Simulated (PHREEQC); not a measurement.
Solution (20 °C): 0.0012 mol ZnSO4 and 7.2e-05 mol H2SO4 per kg of water. Closed to the air; pH follows from the charge balance.

Model: ion-association model, wateq4f.dat, run in PHREEQC.

No solid was allowed to form.

Task: Order these Zn species by the share of Zn that they hold, largest first: Zn+2, ZnSO4, Zn(SO4)2-2.

Result: Zn+2 (87 %), ZnSO4 (13 %), Zn(SO4)2-2 (0.12 %)

Task: Order these S species by the share of S that they hold, largest first: Zn(SO4)2-2, HSO4-, SO4-2, ZnSO4.

Result: SO4-2 (87 %), ZnSO4 (12 %), HSO4- (0.78 %), Zn(SO4)2-2 (0.22 %)

The pH is 3.90 and the ionic strength 0.00439 mol/kgw.
